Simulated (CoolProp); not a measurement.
Aqueous calcium chloride as a coolant, at 14 °C, 1 atm.

Model: Melinder's fits for secondary coolants, in CoolProp.

```
mass %  freezing point (°C)  Prandtl number  conductivity (W/(m K))  density (kg/m³)  cp (kJ/(kg K))
------  -------------------  --------------  ----------------------  ---------------  --------------
1.6                    -0.7            8.47                     [?]             1011           4.085
4.2                    -1.9            8.71                   0.584             1033             [?]
6.8                    -3.4            8.96                   0.581             1057           3.776
9.4                    -5.3            9.27                   0.578             1081           3.629
12.1                   -7.8            9.70                   0.575             1106             [?]
14.7                  -10.7            10.3                   0.572             1131           3.345
17.3                  -14.1            11.0                   0.569             1156           3.217
19.9                  -18.1            12.0                   0.566             1181           3.100
22.5                  -23.0            13.3                   0.563             1207           2.996
25.1                  -29.3            14.9                   0.559             1233           2.905
27.7                  -37.8            17.1                   0.555             1260           2.824
```

Fill in the missing entries.


- 1.6, conductivity (W/(m K)): 0.586
- 4.2, cp (kJ/(kg K)): 3.927
- 12.1, cp (kJ/(kg K)): 3.481
